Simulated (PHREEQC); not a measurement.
2.8 g of hydrous ferric oxide (600 m²/g; 0.2 weak and 0.005 strong sites per Fe, Dzombak-Morel constants, diffuse double layer) in 1 kg of water with 0.001 mol/kgw of an inert sodium salt and 0.00011 mol MgCl2, 9.6e-05 mol ZnSO4 and 6.6e-06 mol Na2SO4, at 25 °C; the pH is set by adding NaOH or the inert anion's acid. Oxygen alone is held at its pressure in air (log pO2 = -0.68). The system is closed to CO2. No solid was allowed to form.

The series has 17 steps of pH, from 4 to 12.

All values are PHREEQC results (ion-association model, wateq4f.dat), not measurements.

**Question.** Near which pH is half of the Mg sorbed, and on which side is more sorbed?

**Answer.** Near pH 7.6, with more sorbed at higher pH.

**Question.** Near which pH is half of the S sorbed, and on which side is more sorbed?

**Answer.** Near pH 7.3, with more sorbed at lower pH.

**Question.** Near which pH is half of the Zn sorbed, and on which side is more sorbed?

**Answer.** Near pH 5.5, with more sorbed at higher pH.
